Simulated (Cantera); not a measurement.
Dilute partial oxidation

A perfectly stirred reactor is fed with CH4 : O2 : N2 = 0.0079 : 0.014 : 1 (molar parts), equivalence ratio 1.1, at 400000 Pa; it is held at 1275 K, and followed from long to short residence time.

Computed with Cantera and GRI-Mech 3.0 (53 species, 325 reactions).

```csv
τ (s),x CH4,x O2,x NO,x H,x CO2,x HCO,x H2
23,0.000287,0.000191,2.05e-9,1.86e-7,0.00598,2.30e-11,0.00108
3.4,0.000302,0.000468,7.10e-9,4.78e-7,0.00547,1.60e-10,0.00104
0.50,0.000428,0.00122,1.76e-8,1.13e-6,0.00447,1.11e-9,0.00107
0.074,0.000985,0.00347,1.05e-8,2.02e-6,0.00247,6.43e-9,0.00149
0.011,0.00771,0.0137,<1e-12,1.07e-9,1.41e-8,1.16e-11,3.35e-6
0.0016,0.00773,0.0137,<1e-12,2.73e-10,1.85e-10,<1e-12,1.25e-7
0.00024,0.00773,0.0137,<1e-12,8.28e-11,<1e-12,<1e-12,5.70e-9
```
x: mole fraction; the columns are a selection and need not sum to one.
